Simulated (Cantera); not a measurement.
Mixture: 15.5 % CO, 3.57 % H2, 0.466 % CH4, 16.9 % O2, 63.5 % N2, at 3450 Torr, adiabatic and at constant volume. Ignition delay is the time to a rise of 400 K.

Detailed kinetics in Cantera: GRI-Mech 3.0 (53 species, 325 reactions). Below about 1000 K GRI-Mech 3.0 lacks low-temperature oxidation paths. Below about 950 K walls govern HO2 and H2O2 in real vessels.

**Question.** Predict: delay at 900 K; delay at 1000 K; delay at 1100 K; delay at 1200 K; apparent activation energy between 1150 and 1250 K.

**Answer.** 
```json
{
 "delay at 900 K": "79.4 ms",
 "delay at 1000 K": "3.98 ms",
 "delay at 1100 K": "0.238 ms",
 "delay at 1200 K": "40.1 µs",
 "apparent activation energy between 1150 and 1250 K": "140 kJ/mol"
}
```
